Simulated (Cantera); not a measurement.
Input: 1 mol C₂H₅OH, 0.047 mol CO₂, 6.3 mol H₂, held at 1.33 mbar.

Equilibrium computed with Cantera from the NASA thermochemical tables; the gas is ideal and each condensed phase is pure. Candidate condensed phases: C, C₆H₆, C₇H₈, C₈H₁₈, H₂O; 131 gas species. Ions and electrons are included (thermal ionisation). Equilibrium is a limit: real reactors are often held back by kinetics, nucleation or transport.

x: gas mole fraction; n: condensed amount in mol.

| T (K) | x H | x H₂ | x CO | x C | x O | n C(graphite) |
|---|---|---|---|---|---|---|
| 2500 | 0.462 | 0.451 | 0.0808 | 0.000125 | 1.69e-10 | 0.792 |
| 3000 | 0.876 | 0.0410 | 0.0565 | 0.0130 | 7.39e-9 | 0 |
| 3500 | 0.899 | ___ | 0.0532 | 0.0439 | ___ | 0 |
| 4000 | 0.900 | ___ | 0.0529 | 0.0461 | ___ | 0 |
| 4500 | 0.897 | 8.97e-5 | 0.0488 | 0.0499 | 0.00400 | 0 |
| 5000 | 0.876 | 2.47e-5 | 0.0245 | 0.0715 | 0.0270 | 0 |

Question: Complete the blanks.

Answer: 
- 4000, x H₂: 0.000425
- 4000, x O: 0.000118
- 3500, x H₂: 0.00309
- 3500, x O: 1.10e-6
